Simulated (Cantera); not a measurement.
What does this Cantera script print?

```python
import numpy as np
import cantera as ct

gas_names = [...]  # 109 gases of nasa_gas.yaml made of C, Cl, H, Si
cond_names = """
    C(gr) C6H6(L) C7H8(L) C8H18(L),n-octa Si(cr) Si(L) SiC(b)
""".split()


# ... load() reads the species with a 1 bar reference pressure and builds the phases ...
atoms = {
    'CH3SiH3': {'C': 1, 'H': 6, 'Si': 1},
    'HCl': {'H': 1, 'CL': 1},
    'H2': {'H': 2},
}
top_T = {'C(gr)': 4500, 'SiC(b)': 3050}  # K; cautious upper limits of use, not melting points


# ... equilibrate(T, P, feed) seeds the gas with the atoms and calls Mixture.equilibrate('TP', solver="vcs", rtol=1e-11, max_steps=5000) ...
results = []
feed = {'CH3SiH3': 1, 'HCl': 0.078, 'H2': 7.8}  # mol
T = 1998.15  # K
P = 1000  # Pa
mix = equilibrate(T, P, feed)
results.append((T, P, feed, dict(zip(mix.species_names, mix.species_moles))))
x = sorted(zip(gas.X, gas.species_names), reverse=True)
print(f"T = {T:g} K  P = {P:g} Pa  gas = {mix.phase_moles(0):.4g} mol")
print("   x: " + "  ".join(f"{s} {v:.3e}" for v, s in x if v > 1e-05))
print("   condensed (mol): " + ("  ".join(f"{mix.phase(i).name} {mix.phase_moles(i):.4g}"
      for i in range(1, mix.n_phases) if mix.phase_moles(i) > 1e-12) or "none"))
```

Output:

```
T = 1998.15 K  P = 1000 Pa  gas = 10.97 mol
   x: H2 9.763e-01  H 1.587e-02  HCL 6.993e-03  Si 4.110e-04  C2H2,acetylene 2.361e-04  CL 8.467e-05  SiH 2.767e-05  SiCL2 1.160e-05  Si2C 1.118e-05
   condensed (mol): SiC(b) 0.9945
```

Method: chemical equilibrium by Gibbs-energy minimisation in Cantera with the NASA 1993 tables (ideal gas, pure condensed phases). The feed counts by its element totals alone.
